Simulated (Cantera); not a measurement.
Input (Python, Cantera) and output of one run.

```python
import numpy as np
import cantera as ct

gas_names = """
    Electron N N+ N- N2 N2+ N2- Si Si+ SiN Si2 Si2N Si3
""".split()
cond_names = """
    Si(cr) Si(L) Si3N4(a)
""".split()


def load(file, names, dense=False):
    # The tables refer to 1 bar. Condensed volumes are neglected.
    table = {s.name: s for s in ct.Species.list_from_file(file)}
    out = []
    for n in names:
        d = dict(table[n].input_data)
        d["thermo"] = dict(d["thermo"], **{"reference-pressure": 1e5})
        if dense:
            d["equation-of-state"] = {"model": "constant-volume", "density": "1e6 g/cm^3"}
        out.append(ct.Species.from_dict(d))
    return out


gas = ct.Solution(thermo="ideal-gas", species=load("nasa_gas.yaml", gas_names))
cond = {s.name: ct.Solution(thermo="fixed-stoichiometry", species=[s], name=s.name)
        for s in load("nasa_condensed.yaml", cond_names, dense=True)}
atoms = {
    'Si3N4': {'Si': 3, 'N': 4},
    'Si': {'Si': 1},
    'N2': {'N': 2},
}
top_T = {'Si3N4(a)': 2400}  # K; cautious upper limits of use, not melting points


def equilibrate(T, P, feed):
    n = {}
    for name, mol in feed.items():
        for a, k in atoms[name].items():
            n[a] = n.get(a, 0.0) + k * mol
    gas.TPX = T, P, n
    mass = sum(n.values()) * gas.mean_molecular_weight
    gas.equilibrate("TP")
    valid = [c for c in cond.values() if c.min_temp <= T <= top_T.get(c.name, c.max_temp)]
    mix = ct.Mixture([(gas, mass / gas.mean_molecular_weight)] + [(c, 0.0) for c in valid])
    mix.T, mix.P = T, P
    mix.equilibrate("TP", solver="vcs", rtol=1e-11, max_steps=5000)
    return mix


results = []
feed = {'Si3N4': 1, 'Si': 0.04, 'N2': 0.71}  # mol
P = 101325  # Pa
for T in [2500, 3000, 3500, 4000, 4500, 5000]:
    mix = equilibrate(T, P, feed)
    results.append((T, P, feed, dict(zip(mix.species_names, mix.species_moles))))

top = {s: max(r[3][s] / sum(r[3][g] for g in gas_names) for r in results) for s in gas_names}
cols = sorted((s for s in top if top[s] > 1e-06), key=lambda s: -top[s])[:6]
seen = [c for c in cond_names if any(r[3].get(c, 0) > 1e-12 for r in results)]
print("log10 of partial pressures in bar; condensed amounts in mol")
print(f"{'T/K':>10s}" + "".join(f"{s[:9]:>10s}" for s in cols + seen))
for T, P, feed, n in results:
    ng = sum(n[g] for g in gas_names)
    print(f"{T:10.4g}" + "".join(f"{np.log10(max(n[s] / ng * P / 1e5, 1e-99)):10.3f}" for s in cols)
          + "".join(f"{n.get(c, 0):10.4g}" for c in seen))
```

Result:

```
log10 of partial pressures in bar; condensed amounts in mol
       T/K        N2        Si         N       Si2       SiN      Si2N     Si(L)
      2500     0.003    -2.324    -6.533    -3.897    -3.319    -3.371     3.023
      3000    -0.050    -0.974    -4.881    -2.286    -2.266    -2.446     2.643
      3500    -0.314    -0.307    -3.812    -1.733    -1.922    -2.496         0
      4000    -0.322    -0.284    -2.912    -2.277    -2.042    -3.395         0
      4500    -0.326    -0.280    -2.209    -2.730    -2.147    -4.123         0
      5000    -0.338    -0.282    -1.648    -3.107    -2.240    -4.722         0
```

Method: chemical equilibrium by Gibbs-energy minimisation in Cantera with the NASA 1993 tables (ideal gas, pure condensed phases). The tables' values for SiN are old estimates; treat these amounts as uncertain.
